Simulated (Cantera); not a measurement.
Feed: 1 mol SiO2, 17 mol HCl, 37 mol H2, equilibrated at 255 Torr.

Cantera equilibrium calculation (NASA polynomials, part measured and part estimated; ideal gas, pure solids and liquids). Candidate condensed phases: H2O, Si, SiO2; 30 gas species. The tables hold silica as quartz up to 1696 K and as liquid above; real silica turns to tridymite and cristobalite and melts near 1996 K. The numbers say what is thermodynamically allowed, not how fast it happens.

Task: What share of the Si ends up in condensed phases as a function of T (K), at 1098, 1198, 1298, 1398, 1498, 1598, 1698, 1798?

Result: 
```
T (K)  Si condensed (%)               as
-----  ----------------  ---------------
1098               99.9   SiO2(β-quartz)
1198               99.8   SiO2(β-quartz)
1298               99.7   SiO2(β-quartz)
1398               99.6   SiO2(β-quartz)
1498               99.3   SiO2(β-quartz)
1598               98.5   SiO2(β-quartz)
1698               96.0  SiO2(condensed)
1798               88.8  SiO2(condensed)
```
